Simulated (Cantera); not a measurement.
Input (Python, Cantera) and output of one run.

```python
import numpy as np
import cantera as ct

gas_names = """
    C CN CO CO2 C2 CCN CNC C2N2 C2O C3 C3O2 C4 C4N2 C5 N NCO NO NO2 NO3 N2 N2O O O2 O3 Si SiC SiC2 SiN
    SiO SiO2 Si2 Si2C Si2N Si3
""".split()
cond_names = """
    C(gr) Si(cr) Si(L) SiC(b) SiO2(Lqz) SiO2(hqz) SiO2(L) Si2N2O(s) Si3N4(a)
""".split()


# ... load() reads the species with a 1 bar reference pressure and builds the phases ...
atoms = {
    'SiC': {'Si': 1, 'C': 1},
    'N2O': {'N': 2, 'O': 1},
    'N2': {'N': 2},
}
top_T = {'C(gr)': 4500, 'SiC(b)': 3050, 'Si2N2O(s)': 2100, 'Si3N4(a)': 2400}  # K; cautious upper limits of use, not melting points


# ... equilibrate(T, P, feed) seeds the gas with the atoms and calls Mixture.equilibrate('TP', solver="vcs", rtol=1e-11, max_steps=5000) ...
results = []
T = 1698.15  # K
P = 18  # Pa
for m in [1.7, 4.5, 13, 34, 95, 260, 720]:
    feed = {'SiC': 1, 'N2O': 0.17, 'N2': m}  # mol
    mix = equilibrate(T, P, feed)
    results.append((T, P, feed, dict(zip(mix.species_names, mix.species_moles))))

top = {s: max(r[3][s] / sum(r[3][g] for g in gas_names) for r in results) for s in gas_names}
cols = sorted((s for s in top if top[s] > 0.0001), key=lambda s: -top[s])[:9]
seen = [c for c in cond_names if any(r[3].get(c, 0) > 1e-12 for r in results)]
print("log10 of partial pressures in bar; condensed amounts in mol")
print(f"{'n(N2)':>10s}" + "".join(f"{s[:9]:>10s}" for s in cols + seen))
for T, P, feed, n in results:
    ng = sum(n[g] for g in gas_names)
    print(f"{feed['N2']:10.4g}" + "".join(f"{np.log10(max(n[s] / ng * P / 1e5, 1e-99)):10.3f}" for s in cols)
          + "".join(f"{n.get(c, 0):10.4g}" for c in seen))
```

Result:

```
log10 of partial pressures in bar; condensed amounts in mol
     n(N2)        N2        CO       SiO        Si    SiC(b)
       1.7    -3.783    -5.121    -5.130    -6.824    0.9141
       4.5    -3.761    -5.490    -5.511    -6.830    0.9129
        13    -3.751    -5.914    -5.969    -6.847    0.9095
        34    -3.747    -6.291    -6.422    -6.885    0.9021
        95    -3.746    -6.668    -6.975    -6.972    0.8858
       260    -3.745    -7.019    -7.661    -7.140    0.8609
       720    -3.745    -7.397    -8.620    -7.431    0.8385
```

These are equilibrium values from Cantera (NASA tables, ideal gas, pure condensed phases), not measurements of a reactor.
